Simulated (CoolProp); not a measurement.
Vapour-liquid equilibrium of R152A (1) + isobutene (2) at 270 K; x and y are mole fractions of (1).

Values from CoolProp's multi-fluid Helmholtz-energy mixture model, Outcalt 1996 and Lemmon 2005; pair parameters Bell 2016.

**Question.** Give the bubble pressure and the first vapour's composition at x = 0.05, 0.8, 0.95. Is there an azeotrope?

**Answer.** x = 0.05: 1.408 bar, y = 0.197; x = 0.8: 2.425 bar, y = 0.810; x = 0.95: 2.395 bar, y = 0.938. y crosses x between x = 0.8 and 0.95: the model has an azeotrope there.

The pair parameters rest on a limited set of measurements; away from them the model extrapolates.
